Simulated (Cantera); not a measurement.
Charge: 1 mol CaCO3, 0.42 mol CO2, equilibrated at 86000 Pa.

Method: chemical equilibrium by Gibbs-energy minimisation in Cantera with the NASA 1993 tables (ideal gas, pure condensed phases). Candidate condensed phases: C, Ca, CaCO3, CaO; 15 gas species. Rates play no part.

### Question
Which condensed phases are stable at each of these points (T (°C)): 325, 475, 625, 775, 925, 1075, 1225, 1375, 1525, 1675, 1825?

### Answer
```csv
T (°C),condensed phases,Ca condensed (%)
325,CaCO3(calcite),100.0
475,CaCO3(calcite),100.0
625,CaCO3(calcite),100.0
775,CaCO3(calcite),100.0
925,CaO(s),100.0
1075,CaO(s),100.0
1225,CaO(s),100.0
1375,CaO(s),100.0
1525,CaO(s),100.0
1675,CaO(s),100.0
1825,CaO(s),100.0
```

From 325 °C to 775 °C the condensed part is CaCO3(calcite). From 925 °C to 1825 °C the condensed part is CaO(s).
